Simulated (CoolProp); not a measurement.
A Linde-Hampson liquefier for ethane: isothermal reversible compression at 320 K from 1 atm to 10 MPa, throttling to 1 atm, return gas leaving the recuperator 5 K below the feed. Each further row changes one setting.

Model: reference Helmholtz-energy equation of state, Bücker 2006, in CoolProp.

```
case                        liquid yield per pass  compression work (kJ/kg of gas)
--------------------------  ---------------------  -------------------------------
as stated                                     ___                              338
high pressure 20 MPa                          ___                              ___
warm-end temperature 350 K                    ___                              ___
warm-end gap 10 K                             ___                              338
```

**Question.** Some entries are withheld; supply them.

**Answer.** 
- as stated, liquid yield per pass: 0.426
- high pressure 20 MPa, liquid yield per pass: 0.458
- high pressure 20 MPa, compression work (kJ/kg of gas): 366
- warm-end temperature 350 K, liquid yield per pass: 0.279
- warm-end temperature 350 K, compression work (kJ/kg of gas): 395
- warm-end gap 10 K, liquid yield per pass: 0.418
